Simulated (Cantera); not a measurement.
**Equilibrium for aluminium nitride and oxide growth: Al(CH₃)₃ + N₂ + H₂**

Charge: 1 mol Al(CH₃)₃, 3.7 mol N₂, 4.9 mol H₂, held at 1775 K.

Method: chemical equilibrium by Gibbs-energy minimisation in Cantera with the NASA 1993 tables (ideal gas, pure condensed phases). Candidate condensed phases: Al, AlN, C, C₆H₆, C₇H₈, C₈H₁₈; 97 gas species. The feed counts by its element totals alone. Equilibrium is a limit: real reactors are often held back by kinetics, nucleation or transport.

| P (Pa) | log p H₂ | log p N₂ | log p Al | log p H | log p HCN | n C(graphite) | n AlN(s) |
|---|---|---|---|---|---|---|---|
| 10 | -4.19 | -4.59 | -5.16 | -5.63 | -6.65 | 2.96 | 0 |
| 46 | -3.49 | -3.93 | -4.82 | -5.29 | -5.98 | 2.97 | 0.553 |
| 220 | -2.79 | -3.26 | -5.15 | -4.93 | -5.29 | 2.97 | 0.959 |
| 1000 | -2.13 | -2.60 | -5.48 | -4.60 | -4.63 | 2.97 | 0.996 |
| 4600 | -1.47 | -1.93 | -5.81 | -4.27 | -3.97 | 2.97 | 1.000 |
| 22000 | -0.79 | -1.25 | -6.15 | -3.93 | -3.29 | 2.97 | 1.000 |
| 100000 | -0.13 | -0.60 | -6.48 | -3.60 | -2.63 | 2.96 | 1.000 |
log p: log10 of the partial pressure in bar; n: condensed amount in mol.

At 10.0 Pa the condensed part is C(graphite). From 46.0 Pa to 1.00 bar the condensed part is AlN(s) + C(graphite). The main Al-bearing gas is Al throughout.
